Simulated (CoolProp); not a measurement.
Vapour-liquid equilibrium of cis-2-butene (1) + acetone (2) at 361.9 K; x and y are mole fractions of (1).

The numbers come from the multi-fluid Helmholtz-energy mixture model, Lemmon 2005 and Lemmon 2006; pair parameters Bell 2016 in CoolProp.

### Question
Give the bubble pressure and the first vapour's composition at x = 0.05, 0.35, 0.5. Is there an azeotrope?

### Answer
x = 0.05: 366.4 kPa, y = 0.262; x = 0.35: 759.0 kPa, y = 0.706; x = 0.5: 874.5 kPa, y = 0.775. No azeotrope shows between x = 0.05 and 0.95.

Pair parameters are fitted to limited data, so mixtures are less certain than the pure fluids.
